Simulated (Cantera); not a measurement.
A closed system holds: 1 mol SiC, 0.0018 mol H2O, 52 mol N2, 0.096 mol N2O, equilibrated at 1173 K and 1.60 mbar.

Cantera equilibrium calculation (NASA polynomials, part measured and part estimated; ideal gas, pure solids and liquids). Candidate condensed phases: C, C6H6, C7H8, C8H18, H2O, Si, SiC, SiO2, Si2N2O, Si3N4; 151 gas species. Mutual solubility and eutectic melting of coexisting phases are not modelled. Rates play no part.

Base state: N2 1.000, H2 3.48e-5 (mole fractions); condensed: C(graphite) + Si2N2O(s) + Si3N4(s).

Q: What changes in the equilibrium state with this change: temperature from 1173 K to 1898.15 K?

A: 
```json
[
 {"species": "N2", "before": "1.000", "after": "0.997"},
 {"species": "CO", "before": "4.23e-6", "after": "0.00162"},
 {"species": "Si", "before": "<1e-9", "after": "0.00132"},
 {"species": "SiO", "before": "<1e-9", "after": "0.000254"},
 {"species": "Si2C", "before": "<1e-9", "after": "2.29e-5"},
 {"species": "SiN", "before": "<1e-9", "after": "1.77e-5"},
 {"species": "H", "before": "1.74e-8", "after": "5.01e-5"},
 {"species": "C(graphite), mol", "before": "1.000", "after": "0"},
 {"species": "Si2N2O(s), mol", "before": "0.0976", "after": "0"},
 {"species": "Si3N4(s), mol", "before": "0.268", "after": "0"},
 {"species": "SiC(s), mol", "before": "0", "after": "0.914"}
]
```
The tables' values for SiN are old estimates; treat these amounts as uncertain.
